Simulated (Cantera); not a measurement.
Counterflow diffusion flame

A counterflow diffusion flame at 1.88 atm, nozzles 20 mm apart: fuel side 100 % CH₄ at 600 K, oxidiser side 28.0 % O₂, 72.0 % N₂ at 575 K, fuel mass flux 0.72 times the oxidiser's; mixture-averaged transport, no radiation.

Computed with Cantera and GRI-Mech 3.0 (53 species, 325 reactions). GRI-Mech 3.0 has no aromatics or soot, which form on the fuel side of real flames. The maximum strain rate includes the flame's own expansion and is several times the mean.

```tsv
oxidiser flux (kg/m²/s)	max strain (1/s)	mean strain (1/s)	T max (K)	peak x OH	peak x H	peak x NO	peak x CO	peak x C₂H₂
0.47	236	48.0	2527	0.0157	0.00562	0.00114	0.102	0.0249
0.62	303	63.3	2505	0.0157	0.00577	0.000970	0.0997	0.0246
0.8	383	81.7	2488	0.0159	0.00596	0.000858	0.0978	0.0242
1	469	102	2472	0.0160	0.00614	0.000777	0.0962	0.0238
1.3	596	133	2452	0.0161	0.00635	0.000697	0.0943	0.0233
1.7	761	174	2434	0.0162	0.00657	0.000628	0.0925	0.0227
2.3	1000	235	2417	0.0162	0.00682	0.000562	0.0906	0.0220
2.9	1240	296	2406	0.0162	0.00702	0.000517	0.0893	0.0214
```
x: mole fraction; the columns are a selection and need not sum to one.
